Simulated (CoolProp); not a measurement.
Vapour-liquid equilibrium of propylene (1) + R152A (2) at 0.139 MPa; x and y are mole fractions of (1).

Computed with CoolProp (multi-fluid Helmholtz-energy mixture model, Lemmon 2013 and Outcalt 1996; pair parameters Bell 2016).

```json
[
 {"x": "0.05", "bubble temperature, mixture model (°C)": "(withheld)", "bubble temperature, Raoult's law (°C)": "-18.4", "y, mixture model": "0.221", "y, Raoult's law": "0.116"},
 {"x": "0.125", "bubble temperature, mixture model (°C)": "-27.2", "bubble temperature, Raoult's law (°C)": "-20.8", "y, mixture model": "0.429", "y, Raoult's law": "0.267"},
 {"x": "0.2", "bubble temperature, mixture model (°C)": "-31.1", "bubble temperature, Raoult's law (°C)": "-23.1", "y, mixture model": "(withheld)", "y, Raoult's law": "0.393"},
 {"x": "0.275", "bubble temperature, mixture model (°C)": "(withheld)", "bubble temperature, Raoult's law (°C)": "-25.3", "y, mixture model": "0.629", "y, Raoult's law": "0.500"},
 {"x": "0.35", "bubble temperature, mixture model (°C)": "-35.6", "bubble temperature, Raoult's law (°C)": "-27.3", "y, mixture model": "0.681", "y, Raoult's law": "0.591"},
 {"x": "0.425", "bubble temperature, mixture model (°C)": "-36.9", "bubble temperature, Raoult's law (°C)": "-29.2", "y, mixture model": "0.719", "y, Raoult's law": "0.668"},
 {"x": "0.5", "bubble temperature, mixture model (°C)": "-37.9", "bubble temperature, Raoult's law (°C)": "-30.9", "y, mixture model": "0.748", "y, Raoult's law": "0.734"},
 {"x": "0.575", "bubble temperature, mixture model (°C)": "-38.6", "bubble temperature, Raoult's law (°C)": "-32.6", "y, mixture model": "0.773", "y, Raoult's law": "0.791"},
 {"x": "0.65", "bubble temperature, mixture model (°C)": "-39.2", "bubble temperature, Raoult's law (°C)": "-34.2", "y, mixture model": "(withheld)", "y, Raoult's law": "0.841"},
 {"x": "0.725", "bubble temperature, mixture model (°C)": "-39.7", "bubble temperature, Raoult's law (°C)": "-35.6", "y, mixture model": "0.824", "y, Raoult's law": "0.884"},
 {"x": "0.8", "bubble temperature, mixture model (°C)": "-40.1", "bubble temperature, Raoult's law (°C)": "-37.0", "y, mixture model": "0.854", "y, Raoult's law": "0.921"},
 {"x": "0.875", "bubble temperature, mixture model (°C)": "-40.4", "bubble temperature, Raoult's law (°C)": "-38.4", "y, mixture model": "0.894", "y, Raoult's law": "0.954"},
 {"x": "0.95", "bubble temperature, mixture model (°C)": "-40.5", "bubble temperature, Raoult's law (°C)": "-39.6", "y, mixture model": "0.949", "y, Raoult's law": "0.983"}
]
```

Fill in the missing entries.


- 0.05, bubble temperature, mixture model (°C): -21.6
- 0.2, y, mixture model: 0.552
- 0.275, bubble temperature, mixture model (°C): -33.7
- 0.65, y, mixture model: 0.798

The largest gap from Raoult's law is -8.4 K in bubble temperature, at x = 0.275. y crosses x between x = 0.875 and 0.95: the model has an azeotrope there.

The pair parameters rest on a limited set of measurements; away from them the model extrapolates.
